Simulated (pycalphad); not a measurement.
Source of the numbers: pycalphad with the COST 507 light-alloy database (1999); pressure 1 atm. These are 1990s assessments: newer ones move some temperatures and phases. Phase fractions are per mole of atoms.

Problem. Give the equilibrium state of Al-1Mn-25.4Si (at.%) at 677 °C.

Solution. 
```
T = 950.00 K, P = 101325 Pa, N = 1 mol of atoms
G = -38751 J/mol, H = 32326 J/mol, S = 74.82 J/(mol K)  (SER reference)
chemical potentials (J/mol): Al -41178, Mn -131965, Si -28049
phase             fraction      x(Al)      x(Mn)      x(Si)
LIQUID              0.9246     0.7961     0.0108     0.1931
DIAMOND_A4          0.0754   3.65e-06       none     1.0000
```

Problem. Give the equilibrium state of Al-1Mn-25.4Si (at.%) at 577 °C.

Solution. LIQUID, fraction 0.800, with 0.17 Mn, 12.2 Si at.%; DIAMOND_A4, fraction 0.150, with no Mn, >99.99 Si at.%; ALMNSI_ALPHA, fraction 0.050, with 17.4 Mn, 12.7 Si at.%.

Database names, with the compositions (at.%) that they take in these runs: ALMNSI_ALPHA: Al 70 Mn 17 Si 12. DIAMOND_A4 is diamond (Si). An entry "none" or "no" means that the model of the phase leaves that element out.
